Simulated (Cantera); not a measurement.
Charge: 1 mol SiHCl₃, 18 mol NH₃, 7.5 mol H₂, equilibrated at 1.33 mbar.

Cantera equilibrium calculation (NASA polynomials, part measured and part estimated; ideal gas, pure solids and liquids). Candidate condensed phases: NH₄Cl, Si, Si₃N₄; 28 gas species. Gases not in the tables: Si₂H₆ and higher silanes. The numbers say what is thermodynamically allowed, not how fast it happens.

Problem. What share of the Si ends up in condensed phases as a function of T (K), at 800, 900, 1000, 1100, 1200, 1300, 1400, 1500, 1600, 1700, 1800, 1900, 2000, 2100?

Solution. 
| T (K) | Si condensed (%) | as |
|---|---|---|
| 800 | 100.0 | Si₃N₄(s) |
| 900 | 100.0 | Si₃N₄(s) |
| 1000 | 100.0 | Si₃N₄(s) |
| 1100 | 100.0 | Si₃N₄(s) |
| 1200 | 99.8 | Si₃N₄(s) |
| 1300 | 98.8 | Si₃N₄(s) |
| 1400 | 94.0 | Si₃N₄(s) |
| 1500 | 79.0 | Si₃N₄(s) |
| 1600 | 54.6 | Si(s) |
| 1700 | 51.1 | Si(l) |
| 1800 | 44.6 | Si(l) |
| 1900 | 10.8 | Si(l) |
| 2000 | 0.0 | - |
| 2100 | 0.0 | - |
